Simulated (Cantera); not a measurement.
Cantera run, input and output.

```python
import numpy as np
import cantera as ct

gas = ct.Solution("gri30.yaml")
gas.TPX = 1700, 140000, {'H2': 1, 'O2': 0.238, 'N2': 0.895, 'H2O': 0.053}
reactor = ct.IdealGasReactor(gas, energy="on", clone=False)
net = ct.ReactorNet([reactor])
net.rtol, net.atol = 1e-08, 1e-16
show = ['H2', 'O2', 'H2O', 'NO2', 'HO2']
times = np.geomspace(2e-06, 3, 15)

steps = ct.SolutionArray(gas, extra=["t"])
rows = []
print(f"{'t/s':>10s}{'T/K':>9s}{'P/Pa':>11s}" + "".join(f"{s:>11s}" for s in show))
for t in times:
    while net.time < t:
        t_next = net.step()
        steps.append(gas.state, t=t_next)
    rows.append([np.interp(t, steps.t, y) for y in (steps.T, steps.P, *steps(*show).X.T)])
    print(f"{t:10.3e}{rows[-1][0]:9.1f}{rows[-1][1]:11.4g}" + "".join(f"{x:11.3e}" for x in rows[-1][2:]))
rate = np.gradient(steps.T, steps.t)
print("integrator steps:", len(steps.t))
if steps.T.max() > steps.T[0] + 200:
    print(f"time of steepest temperature rise: {steps.t[rate.argmax()]:.4e} s")
gas.TPX = 1700, 140000, {'H2': 1, 'O2': 0.238, 'N2': 0.895, 'H2O': 0.053}
gas.equilibrate("UV")
print(f"equilibrium (UV): T = {gas.T:.1f} K  " + "  ".join(f"{s} {gas[s].X[0]:.3e}" for s in show))
```

Result:

```
       t/s      T/K       P/Pa         H2         O2        H2O        NO2        HO2
 2.000e-06   1700.0    1.4e+05  4.573e-01  1.088e-01  2.434e-02  2.902e-17  8.088e-06
 5.523e-06   1801.9   1.48e+05  3.335e-01  6.090e-02  1.087e-01  5.855e-12  3.799e-05
 1.525e-05   2481.6  1.959e+05  2.209e-01  2.599e-03  2.204e-01  8.694e-10  2.420e-06
 4.212e-05   2912.3  2.231e+05  2.422e-01  1.043e-03  2.375e-01  8.617e-09  1.435e-06
 1.163e-04   2988.6  2.277e+05  2.463e-01  7.940e-04  2.410e-01  3.660e-08  1.206e-06
 3.212e-04   2985.5  2.274e+05  2.472e-01  7.673e-04  2.405e-01  8.537e-08  1.166e-06
 8.870e-04   2983.8  2.273e+05  2.477e-01  7.540e-04  2.402e-01  1.103e-07  1.147e-06
 2.449e-03   2983.7  2.273e+05  2.477e-01  7.536e-04  2.402e-01  1.111e-07  1.146e-06
 6.764e-03   2983.7  2.273e+05  2.477e-01  7.536e-04  2.402e-01  1.111e-07  1.146e-06
 1.868e-02   2983.7  2.273e+05  2.477e-01  7.536e-04  2.402e-01  1.111e-07  1.146e-06
 5.159e-02   2983.7  2.273e+05  2.477e-01  7.536e-04  2.402e-01  1.111e-07  1.146e-06
 1.425e-01   2983.7  2.273e+05  2.477e-01  7.536e-04  2.402e-01  1.111e-07  1.146e-06
 3.934e-01   2983.7  2.273e+05  2.477e-01  7.536e-04  2.402e-01  1.111e-07  1.146e-06
 1.086e+00   2983.7  2.273e+05  2.477e-01  7.536e-04  2.402e-01  1.111e-07  1.146e-06
 3.000e+00   2983.7  2.273e+05  2.477e-01  7.536e-04  2.402e-01  1.111e-07  1.146e-06
integrator steps: 1193
time of steepest temperature rise: 5.8504e-06 s
equilibrium (UV): T = 2983.7 K  H2 2.477e-01  O2 7.536e-04  H2O 2.402e-01  NO2 1.111e-07  HO2 1.146e-06
```

Detailed kinetics in Cantera: GRI-Mech 3.0 (53 species, 325 reactions).
